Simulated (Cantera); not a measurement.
**Stirred combustor or abatement burner**

A perfectly stirred reactor is fed with 22.5 % CO, 11.2 % H2, 2.92 % CH4, 13.3 % O2, 50.1 % N2, at 1.20 bar; it is adiabatic with a 750 K inlet, and is followed from long to short residence time, starting on the burning branch (τ in s: 0.028, 0.014, 0.0065, 0.0031, 0.0015, 0.00073, 0.00035, 0.00017, 8.1e-05).

Computed with Cantera and GRI-Mech 3.0 (53 species, 325 reactions).

```tsv
τ (s)	T (K)	x CO	x H2	x CH4	x NO	x CH3	x C2H2	x O2
0.028	2420	0.165	0.0368	2.02e-6	0.000594	1.95e-6	1.62e-9	0.000540
0.014	2405	0.165	0.0369	3.07e-6	0.000572	2.99e-6	2.64e-9	0.000779
0.0065	2379	0.166	0.0370	4.71e-6	0.000513	4.51e-6	3.98e-9	0.00124
0.0031	2342	0.166	0.0374	7.12e-6	0.000417	6.50e-6	5.51e-9	0.00200
0.0015	2290	0.166	0.0379	1.10e-5	0.000302	9.27e-6	7.56e-9	0.00312
0.00073	2221	0.167	0.0386	1.78e-5	0.000199	1.34e-5	1.10e-8	0.00467
0.00035	2134	0.167	0.0394	3.11e-5	0.000124	2.02e-5	1.81e-8	0.00668
0.00017	2035	0.168	0.0400	5.79e-5	7.79e-5	3.14e-5	3.41e-8	0.00906
8.1e-5	1923	0.169	0.0404	0.000121	4.77e-5	5.20e-5	7.60e-8	0.0122
```
x: mole fraction; the columns are a selection and need not sum to one.
